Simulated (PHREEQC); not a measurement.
Make-up at 25 °C: 0.23 mol K2CO3, 8.4e-06 mol H4SiO4 and 8.4e-05 mol CuSO4 per kg of water. Closed to the air; pH follows from the charge balance.

Model: ion-association model, wateq4f.dat, run in PHREEQC.

This is a speciation only: nothing precipitates in the calculation.

Task: Estimate the pH.

Result: pH 11.47.

Task: In which forms is Cu present?

Result: Cu(OH)2 94 %, Cu(CO3)2-2 2.9 %, Cu(OH)3- 2.6 % of the Cu.

Examples of supersaturated solids here: Cu(OH)2, Malachite. Others may be too. The database's constant for dissolved Cu(OH)2 is higher than later reviews accept.
